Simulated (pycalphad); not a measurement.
An equivalent pycalphad script:

```python
from pycalphad import Database, equilibrium, calculate, variables as v
import numpy as np
db = Database('COST507.tdb')
comps = ['AL', 'FE', 'SI', 'VA']
phases = ['AL13FE4', 'AL2FE', 'AL5FE2', 'AL5FE4', 'ALFESI_ALPHA', 'ALFESI_BETA', 'ALFESI_DELTA', 'ALFESI_GAMMA', 'ALFESI_TAU1', 'ALFESI_TAU3', 'BCC_B2', 'DIAMOND_A4', 'FCC_A1', 'FE2SI', 'FE5SI3', 'FESI', 'FESI2_H', 'FESI2_L', 'LIQUID']
eq = equilibrium(db, comps, phases, {v.X('FE'): 0.0126, v.X('SI'): 0.0496, v.T: np.arange(1850, 499, -50), v.P: 101325, v.N: 1}, output=['HM', 'SM'])
```

CALPHAD calculation (pycalphad, COST 507 light-alloy database (1999)), 1 atm. These are 1990s assessments: newer ones move some temperatures and phases. Amounts are mole fractions of atoms.

Results at three of the temperatures:

```
T = 1100.00 K, P = 101325 Pa, N = 1 mol of atoms
G = -52381 J/mol, H = 34213 J/mol, S = 78.72 J/(mol K)  (SER reference)
chemical potentials (J/mol): Al -50788, Fe -151932, Si -57222
phase             fraction      x(Al)      x(Fe)      x(Si)
LIQUID              1.0000     0.9378     0.0126     0.0496
```

```
T = 600.00 K, P = 101325 Pa, N = 1 mol of atoms
G = -21142 J/mol, H = 6403 J/mol, S = 45.91 J/(mol K)  (SER reference)
chemical potentials (J/mol): Al -19995, Fe -135259, Si -13847
phase             fraction      x(Al)      x(Fe)      x(Si)
FCC_A1              0.8798     0.9991   2.62e-07   0.000894
ALFESI_BETA         0.0840     0.7000     0.1500     0.1500
DIAMOND_A4          0.0362   1.14e-09       none     1.0000
```

```
T = 500.00 K, P = 101325 Pa, N = 1 mol of atoms
G = -16798 J/mol, H = 3635 J/mol, S = 40.87 J/(mol K)  (SER reference)
chemical potentials (J/mol): Al -15579, Fe -131852, Si -10615
phase             fraction      x(Al)      x(Fe)      x(Si)
FCC_A1              0.8791     0.9999    1.3e-08   0.000131
ALFESI_BETA         0.0840     0.7000     0.1500     0.1500
DIAMOND_A4          0.0369   1.22e-11       none     1.0000
```

Changes of the phase set, refined by bisection:

| T (°C) | phases above | phases below |
|---|---|---|
| 656.3 | liquid | ALFESI_ALPHA + liquid |
| 624.6 | ALFESI_ALPHA + liquid | ALFESI_ALPHA + fcc + liquid |
| 619.5 | ALFESI_ALPHA + fcc + liquid | ALFESI_BETA + fcc + liquid |
| 575.7 | ALFESI_BETA + fcc + liquid | ALFESI_BETA + diamond (Si) + fcc |

Database names, with the compositions (at.%) that they take in these runs: ALFESI_ALPHA: Al 73 Fe 19 Si 8; ALFESI_BETA: Al 70 Fe 15 Si 15. FCC_A1 is fcc; DIAMOND_A4 is diamond (Si). An entry "none" or "no" means that the model of the phase leaves that element out.
